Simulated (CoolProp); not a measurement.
Methanol along the isobar 4.2 MPa: density (kg/m³) from the reference equation and from simpler models built on Tc = 240.2 °C, pc = 8.216 MPa, ω = 0.565; each cubic takes its own stable root.

Model: reference Helmholtz-energy equation of state, de Reuck 1993, in CoolProp.

```json
[
 {"T (°C)": "-52.35", "phase": "liquid", "reference": "862.4"},
 {"T (°C)": "-30.25", "phase": "liquid", "reference": "841.3"},
 {"T (°C)": "-8.05", "phase": "liquid", "reference": "820.6"},
 {"T (°C)": "14.05", "phase": "liquid", "reference": "800.3"},
 {"T (°C)": "36.25", "phase": "liquid", "reference": "780.0"},
 {"T (°C)": "58.35", "phase": "liquid", "reference": "759.3"},
 {"T (°C)": "80.55", "phase": "liquid", "reference": "737.5"},
 {"T (°C)": "102.65", "phase": "liquid", "reference": "714.1"},
 {"T (°C)": "124.85", "phase": "liquid", "reference": "688.0"},
 {"T (°C)": "146.95", "phase": "liquid", "reference": "658.2"},
 {"T (°C)": "169.15", "phase": "liquid", "reference": "622.1"},
 {"T (°C)": "191.25", "phase": "liquid", "reference": "575.1"},
 {"T (°C)": "213.45", "phase": "gas", "reference": "48.01"},
 {"T (°C)": "235.55", "phase": "gas", "reference": "40.96"}
]
```

Q: How far does each simpler model (Redlich-Kwong, Soave-Redlich-Kwong, Peng-Robinson) lie from the reference over these 14 states: mean and median of the absolute difference, and the worst?

A: 
- Redlich-Kwong: mean 30.4 %, median 28.3 %, worst -91.3 % at 191.25 °C and 4.2 MPa
- Soave-Redlich-Kwong: mean 21.7 %, median 23.7 %, worst -29.3 % at 191.25 °C and 4.2 MPa
- Peng-Robinson: mean 13.2 %, median 14.1 %, worst -19.9 % at 191.25 °C and 4.2 MPa

At some of these states Redlich-Kwong gives the other phase, because its saturation line lies elsewhere.
